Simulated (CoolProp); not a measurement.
Aqueous ammonia as a coolant, at 19 °C, 1 atm.

The numbers come from the Melinder's fits for secondary coolants in CoolProp.

```tsv
mass %	freezing point (°C)	conductivity (W/(m K))	density (kg/m³)	Prandtl number	cp (kJ/(kg K))
2.6	-3.0	0.576	987.1	7.97	4.184
5.1	-6.2	0.559	976.8	8.45	4.188
7.7	-9.9	0.542	966.5	?	4.192
10.2	-13.9	0.527	957.1	9.32	4.195
12.7	-18.5	0.513	?	9.87	4.199
15.3	-23.9	0.499	939.0	10.5	4.203
17.8	-30.1	0.487	?	11.1	4.207
20.3	-37.4	0.476	922.3	11.6	4.212
22.9	-46.6	0.466	914.0	11.9	?
25.4	-57.4	0.458	?	12.0	4.226
28	-71.2	0.451	898.3	12.2	4.234
```

**Question.** What belongs in the gaps?

**Answer.** 
- 7.7, Prandtl number: 8.87
- 12.7, density (kg/m³): 948.0
- 17.8, density (kg/m³): 930.5
- 22.9, cp (kJ/(kg K)): 4.219
- 25.4, density (kg/m³): 906.2
